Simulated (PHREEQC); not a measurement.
A solution holds 0.0043 mol CuSO4, 0.00028 mol H2SO4 and 5.3e-05 mol H3BO3 per kg of water, at 20 °C. Closed to the air; pH follows from the charge balance.

Model: ion-association model, phreeqc.dat, run in PHREEQC.

No solid was allowed to form.

Task: Order these S species by the share of S that they hold, largest first: HSO4-, SO4-2, CuSO4.

Result: SO4-2 (77 %), CuSO4 (21 %), HSO4- (2.0 %)

The pH is 3.38 and the ionic strength 0.0141 mol/kgw.
